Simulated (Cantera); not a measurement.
**Thermodynamics of carbon deposition, reforming and gasification, feed CH3OH + H2**

Charge: 1 mol CH3OH, 13 mol H2, held at 2173 K and 1 atm.

Cantera equilibrium calculation (NASA polynomials, part measured and part estimated; ideal gas, pure solids and liquids). Candidate condensed phases: C, C6H6, C7H8, C8H18, H2O; 110 gas species. Kinetics and transport are ignored.

The x(H2) is 0.933 and the x(CO) is 0.0623. The x(H) comes out as 0.00463 and the x(H2O) is 4.65e-5. The x(CH4) is 1.94e-5 and the x(C2H2 (acetylene)) is 1.29e-5. The x(CH3) comes out as 1.86e-6, the gas amount comes out as 16.04 mol and the log10 activity of C(graphite) (absent) is -1.10.
